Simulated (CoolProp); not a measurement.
A single-stage vapour-compression cycle with R152A: evaporating at 213.15 K (dew point), condensing at 264.15 K (bubble point), superheat 2 K, subcooling 0 K, compressor efficiency 0.8, no pressure losses. Each further row changes one setting.

Model: reference Helmholtz-energy equation of state, Outcalt 1996, in CoolProp. It is a modified Benedict-Webb-Rubin equation, recast in Helmholtz form.

```csv
case,cooling COP,pressure ratio,discharge temperature (K),refrigerating effect (kJ/kg),volumetric capacity (kJ/m³)
as stated,2.77,12.6,324.2,280,157
evaporating temperature 218.15 K,3.21,9.23,316.3,283,212
condensing temperature 259.15 K,3.13,10.3,315.3,288,161
subcooling 5 K,2.85,12.6,324.2,288,161
superheat 12 K,2.73,12.6,335.8,288,154
compressor efficiency 0.7,2.42,12.6,337.0,280,157
```
